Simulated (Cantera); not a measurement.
Cantera run:

```python
import numpy as np
import cantera as ct

gas_names = """
    C CN CO CO2 C2 CCN CNC C2N2 C2O C3 C3O2 C4 C4N2 C5 N NCO NO NO2 NO3 N2 N2O O O2 O3 Si SiC SiC2 SiN
    SiO SiO2 Si2 Si2C Si2N Si3
""".split()
cond_names = """
    C(gr) Si(cr) Si(L) SiC(b) SiO2(Lqz) SiO2(hqz) SiO2(L) Si2N2O(s) Si3N4(a)
""".split()


# ... load() reads the species with a 1 bar reference pressure and builds the phases ...
atoms = {
    'SiC': {'Si': 1, 'C': 1},
    'N2O': {'N': 2, 'O': 1},
    'N2': {'N': 2},
}
top_T = {'C(gr)': 4500, 'SiC(b)': 3050, 'Si2N2O(s)': 2100, 'Si3N4(a)': 2400}  # K; cautious upper limits of use, not melting points


# ... equilibrate(T, P, feed) seeds the gas with the atoms and calls Mixture.equilibrate('TP', solver="vcs", rtol=1e-11, max_steps=5000) ...
results = []
T = 1748.15  # K
P = 120  # Pa
for m in [1.7, 3.4, 5.1, 6.8, 8.5, 10, 12]:
    feed = {'SiC': 1, 'N2O': 0.032, 'N2': m}  # mol
    mix = equilibrate(T, P, feed)
    results.append((T, P, feed, dict(zip(mix.species_names, mix.species_moles))))

top = {s: max(r[3][s] / sum(r[3][g] for g in gas_names) for r in results) for s in gas_names}
cols = sorted((s for s in top if top[s] > 0.001), key=lambda s: -top[s])[:6]
seen = [c for c in cond_names if any(r[3].get(c, 0) > 1e-12 for r in results)]
print("log10 of partial pressures in bar; condensed amounts in mol")
print(f"{'n(N2)':>10s}" + "".join(f"{s[:9]:>10s}" for s in cols + seen))
for T, P, feed, n in results:
    ng = sum(n[g] for g in gas_names)
    print(f"{feed['N2']:10.4g}" + "".join(f"{np.log10(max(n[s] / ng * P / 1e5, 1e-99)):10.3f}" for s in cols)
          + "".join(f"{n.get(c, 0):10.4g}" for c in seen))
```

Result:

```
log10 of partial pressures in bar; condensed amounts in mol
     n(N2)        N2        CO       SiO    SiC(b)
       1.7    -2.929    -4.955    -4.972    0.9837
       3.4    -2.925    -5.241    -5.272    0.9834
       5.1    -2.924    -5.407    -5.454    0.9831
       6.8    -2.923    -5.524    -5.585    0.9829
       8.5    -2.923    -5.614    -5.688    0.9826
        10    -2.922    -5.679    -5.765    0.9824
        12    -2.922    -5.751    -5.852    0.9821
```

Equilibrium computed with Cantera from the NASA thermochemical tables; the gas is ideal and each condensed phase is pure.
